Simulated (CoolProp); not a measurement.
Vapour-liquid equilibrium of R134a (1) + R124 (2) at 1.7 MPa; x and y are mole fractions of (1).

Values from CoolProp's multi-fluid Helmholtz-energy mixture model, Tillner-Roth 1994 and de Vries 1995; pair parameters Bell 2016.

```
x     bubble temperature (K)  y at the bubble point  dew temperature at overall composition x (K)  liquid density (mol/L)
----  ----------------------  ---------------------  --------------------------------------------  ----------------------
0.05                   355.0                  0.071                                         355.5                   8.220
0.15                   351.7                  0.204                                         353.1                   8.423
0.25                   348.8                  0.324                                         350.6                   8.626
0.35                   346.1                  0.435                                         348.2                   8.829
0.45                   343.7                  0.536                                         345.8                   9.036
0.55                   341.5                  0.630                                         343.3                   9.246
0.65                   339.4                  0.718                                         341.0                   9.463
0.75                   337.6                  0.801                                         338.7                   9.687
0.85                   335.9                  0.882                                         336.5                   9.922
0.95                   334.3                  0.961                                         334.5                   10.17
```

No azeotrope shows between x = 0.05 and 0.95.

Pair parameters are fitted to limited data, so mixtures are less certain than the pure fluids.
